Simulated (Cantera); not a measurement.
What does this Cantera script print?

```python
import numpy as np
import cantera as ct

gas = ct.Solution("gri30.yaml")
gas.TPX = 600, 27000, {'CH4': 1, 'O2': 2.06, 'N2': 7.75}
flame = ct.FreeFlame(gas, width=0.1)
flame.set_refine_criteria(ratio=3, slope=0.08, curve=0.16)
flame.transport_model = "mixture-averaged"
flame.solve(loglevel=0, auto=True)
z, T = flame.grid, flame.T
thick = (T[-1] - T[0]) / np.gradient(T, z).max()
show = ['CH4', 'O2', 'CH3', 'H2O', 'HCO', 'HO2']
print(f"laminar burning velocity  {flame.velocity[0] * 100:.3f} cm/s")
print(f"burnt temperature         {T[-1]:.1f} K")
print(f"thermal thickness         {thick * 1e3:.4f} mm")
print(f"grid points               {len(z)}")
z0 = z[flame.heat_release_rate.argmax()]
print(f"{'z/mm':>9s}{'T/K':>9s}{'u/(m/s)':>9s}" + "".join(f"{s:>11s}" for s in show))
rows = []
for k in (-3, -2, -1.5, -1, -0.5, -0.25, 0, 0.25, 0.5, 1, 2, 4, 8):
    zz = z0 + k * thick
    rows.append([k * thick, np.interp(zz, z, T), np.interp(zz, z, flame.velocity),
                 *(np.interp(zz, z, flame.X[gas.species_index(s)]) for s in show)])
    print(f"{rows[-1][0] * 1e3:9.3f}{rows[-1][1]:9.1f}{rows[-1][2]:9.3f}" + "".join(f"{x:11.3e}" for x in rows[-1][3:]))
```

Result:

```
laminar burning velocity  169.265 cm/s
burnt temperature         2312.6 K
thermal thickness         1.0298 mm
grid points               146
     z/mm      T/K  u/(m/s)        CH4         O2        CH3        H2O        HCO        HO2
   -3.089    600.1    1.694  9.243e-02  1.904e-01  7.024e-08  1.254e-05  5.944e-17  2.209e-07
   -2.060    600.8    1.699  9.221e-02  1.901e-01  8.939e-07  1.395e-04  9.432e-14  2.978e-06
   -1.545    604.2    1.712  9.174e-02  1.895e-01  4.682e-06  6.677e-04  1.223e-11  1.375e-05
   -1.030    642.0    1.830  8.882e-02  1.863e-01  3.787e-05  5.380e-03  3.717e-09  5.223e-05
   -0.515    966.3    2.799  6.666e-02  1.606e-01  6.940e-04  4.034e-02  1.357e-06  7.071e-05
   -0.257   1357.1    3.982  3.708e-02  1.214e-01  2.908e-03  8.199e-02  2.851e-05  1.516e-04
    0.000   1727.5    5.121  9.576e-03  7.452e-02  2.536e-03  1.240e-01  9.501e-05  1.142e-04
    0.257   1879.5    5.586  9.406e-04  4.584e-02  3.797e-04  1.447e-01  3.519e-05  1.755e-05
    0.515   1912.9    5.674  4.988e-05  3.479e-02  2.141e-05  1.497e-01  2.813e-06  3.582e-06
    1.030   1939.3    5.725  1.535e-07  2.900e-02  6.952e-08  1.493e-01  3.924e-08  2.463e-06
    2.060   1972.6    5.800  9.667e-12  2.654e-02  4.822e-12  1.489e-01  2.301e-08  2.168e-06
    4.119   2018.8    5.915  2.851e-16  2.498e-02  5.766e-16  1.515e-01  1.787e-08  1.893e-06
    8.239   2082.1    6.073  2.657e-17  2.308e-02  2.621e-16  1.558e-01  1.233e-08  1.575e-06
```

Computed with Cantera and GRI-Mech 3.0 (53 species, 325 reactions). Burning velocities carry a grid error of a few per cent, more on coarse grids.
